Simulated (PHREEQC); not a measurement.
## Nickel, zinc or cadmium bath: an equilibrium model

A solution holds 0.018 mol ZnCl2, 0.00017 mol NaCl and 0.043 mol HCl per kg of water, at 10 °C. Closed to the air; pH follows from the charge balance.

Computed with PHREEQC (ion-association model, phreeqc.dat).

Precipitation was switched off in this run.

Task: What pH does the model give?

Result: pH 1.45.

Task: In which forms is Zn present?

Result: Zn+2 96 %, ZnCl+ 3.9 % of the Zn.

Complexes and solids missing from the database can't appear. Away from 25 °C the constants follow the database's enthalpies or fits; those with neither stay at their 25 °C values.
